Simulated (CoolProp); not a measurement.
Water along the isobar 29 MPa: density (kg/m³) from the reference equation and from simpler models built on Tc = 373.9 °C, pc = 22.06 MPa, ω = 0.344; each cubic takes its own stable root.

Model: reference Helmholtz-energy equation of state, Wagner 2002, in CoolProp.

| T (°C) | phase | reference | van der Waals | Peng-Robinson |
|---|---|---|---|---|
| 273.45 | liquid | 791.8 | 389.0 | 632.6 |
| 282.55 | liquid | 778.0 | 383.1 | 618.8 |
| 291.65 | liquid | 763.3 | 377.0 | 604.2 |
| 300.65 | liquid | 748.0 | 370.7 | 588.8 |
| 309.75 | liquid | 731.6 | 364.1 | 572.3 |
| 318.85 | liquid | 714.0 | 357.0 | 554.6 |
| 327.95 | liquid | 694.9 | 349.6 | 535.5 |
| 336.95 | liquid | 674.4 | 341.8 | 515.0 |
| 346.05 | liquid | 651.4 | 333.4 | 492.2 |
| 355.15 | liquid | 625.5 | 324.2 | 466.8 |
| 364.15 | liquid | 595.6 | 314.4 | 438.2 |
| 373.25 | liquid | 558.7 | 303.4 | 404.4 |
| 382.35 | supercritical | 509.5 | 291.0 | 363.2 |
| 391.45 | supercritical | 431.5 | 276.6 | 310.3 |
| 400.45 | supercritical | 302.9 | 259.7 | 250.0 |
